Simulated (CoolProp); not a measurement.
A Linde-Hampson liquefier for dry air: isothermal reversible compression at 230 K from 1 atm to 5 MPa, throttling to 1 atm, return gas leaving the recuperator 10 K below the feed. Each further row changes one setting.

Computed with CoolProp (reference Helmholtz-energy equation of state, Lemmon 2000). It is a pseudo-pure fit of the blend.

```json
[
 {"case": "as stated", "liquid yield per pass": "0.025", "compression work (kJ/kg of gas)": "253"},
 {"case": "high pressure 10 MPa", "liquid yield per pass": "0.077", "compression work (kJ/kg of gas)": "295"},
 {"case": "warm-end temperature 260 K", "liquid yield per pass": "0.012", "compression work (kJ/kg of gas)": "288"},
 {"case": "warm-end gap 15 K", "liquid yield per pass": "0.010", "compression work (kJ/kg of gas)": "253"}
]
```
